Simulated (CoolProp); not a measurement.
Vapour-liquid equilibrium of cyclohexane (1) + n-nonane (2) at 0.0127 MPa; x and y are mole fractions of (1).

Values from CoolProp's multi-fluid Helmholtz-energy mixture model, Zhou 2014 and Lemmon 2006; pair parameters Bell 2016.

| x | bubble temperature (°C) | y at the bubble point | dew temperature at overall composition x (°C) | liquid density (mol/L) |
|---|---|---|---|---|
| 0.05 | 76.4 | 0.371 | 85.5 | 5.354 |
| 0.2 | 57.8 | 0.769 | 81.6 | 5.835 |
| 0.35 | 47.3 | 0.888 | 77.1 | 6.321 |
| 0.5 | 39.9 | 0.942 | … | 6.852 |
| 0.65 | 34.1 | 0.971 | … | 7.447 |
| 0.8 | … | … | 55.5 | 8.127 |
| 0.95 | 25.6 | 0.998 | 38.4 | … |

### Question
Complete the blanks.

### Answer

- 0.5, dew temperature at overall composition x (°C): 71.8
- 0.65, dew temperature at overall composition x (°C): 65.0
- 0.8, bubble temperature (°C): 29.4
- 0.8, y at the bubble point: 0.988
- 0.95, liquid density (mol/L): 8.912

No azeotrope shows between x = 0.05 and 0.95.

Pair parameters are fitted to limited data, so mixtures are less certain than the pure fluids. The gap from Raoult's law changes sign with composition, which may be real or a fault of the pair parameters; it wasn't checked against measurements.
